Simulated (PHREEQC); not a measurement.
# Metal-bearing waste water: an equilibrium model

Dissolve 0.085 mol/kgw FeSO4, 0.017 mol/kgw CaCl2, 0.0028 mol/kgw NaH2PO4 and 0.0032 mol/kgw NaCl at 20 °C. Closed to the air; pH follows from the charge balance.

Computed with PHREEQC (ion-association model, wateq4f.dat).

| Quantity | Result |
|---|---|
| pH | 4.78 |
| ionic strength | 0.236 mol/kgw |

| species | molality | activity | log γ |
|---|---|---|---|
| Fe+2 | 0.0505 | 0.0159 | -0.503 |
| SO4-2 | 0.0463 | 0.0128 | -0.557 |
| Cl- | 0.0364 | 0.0255 | -0.154 |
| FeSO4 | 0.0312 | 0.0330 | 0.024 |
| Ca+2 | 0.00988 | 0.00307 | -0.508 |
| CaSO4 | 0.00709 | 0.00749 | 0.024 |

This is a speciation only: nothing precipitates in the calculation. Examples of supersaturated solids here: Vivianite, Gypsum. Others may be too. H3PO4, which wateq4f.dat lacks, is added to it with the constant of phreeqc.dat.
